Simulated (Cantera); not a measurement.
A perfectly stirred reactor is fed with CH₃OH : O₂ : N₂ = 1 : 1.9 : 7.14 (molar parts), equivalence ratio 0.79, at 3750 Torr; it is adiabatic with a 673 K inlet, and is followed from long to short residence time, starting on the burning branch (τ in s: 0.025, 0.012, 0.0052, 0.0024, 0.0011, 0.00049, 0.00022, 0.0001, 4.6e-05).

Detailed kinetics in Cantera: GRI-Mech 3.0 (53 species, 325 reactions). GRI-Mech 3.0 was tuned for natural gas; its chemistry of methanol as a main component is partial and can be far from experiment.

One state of this run: T (K) = 2252; x CH₃OH = 6.81e-6; x O₂ = 0.0388; x H₂O = 0.185; x NO = 0.000339; x C₂H₄ = 4.57e-11. x: mole fraction; the columns are a selection and need not sum to one.

Question: Which value of τ (s) does it belong to?
A. 0.0011
B. 0.0024
C. 0.00010
D. 0.00022

Answer: B, 0.0024
